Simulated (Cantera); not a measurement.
**Catalytic combustion on Pt**

An isothermal plug-flow reactor at 1075 K and 0.987 atm (inlet), inlet velocity 1.6 m/s, active area per volume 2800 1/m; feed CH4 : O2 : N2 = 0.0028 : 0.095 : 0.79 (molar parts).

Computed with Cantera and Deutschmann's 1995 Pt surface mechanism with GRI-Mech 3.0 gas chemistry. Catalytic surfaces can have several steady states; this one follows from the mechanism file's or the stated starting coverage. Mass transfer to the wall is taken as infinitely fast.

| z (m) | x CH4 | x O2 | x H2O | x CO2 | x CO | θ free Pt | θ O* | θ OH* |
|---|---|---|---|---|---|---|---|---|
| 0.00047 | 0.00278 | 0.106 | 0.000756 | 0.000376 | 2.04e-6 | 0.276 | 0.723 | 0.000446 |
| 0.001 | 0.00240 | 0.106 | 0.00150 | 0.000749 | 1.76e-6 | 0.277 | 0.723 | 0.000619 |
| 0.0022 | 0.00173 | 0.104 | 0.00284 | 0.00142 | 1.27e-6 | 0.277 | 0.722 | 0.000845 |
| 0.0047 | 0.000868 | 0.102 | 0.00456 | 0.00228 | 6.41e-7 | 0.278 | 0.721 | 0.00107 |
| 0.01 | 0.000200 | 0.101 | 0.00589 | 0.00294 | 1.49e-7 | 0.278 | 0.721 | 0.00121 |
| 0.022 | 7.11e-6 | 0.101 | 0.00628 | 0.00314 | 6.95e-9 | 0.278 | 0.720 | 0.00125 |
| 0.047 | 6.81e-9 | 0.101 | 0.00630 | 0.00314 | 1.12e-9 | 0.278 | 0.720 | 0.00125 |
x: gas mole fraction; θ: surface coverage.
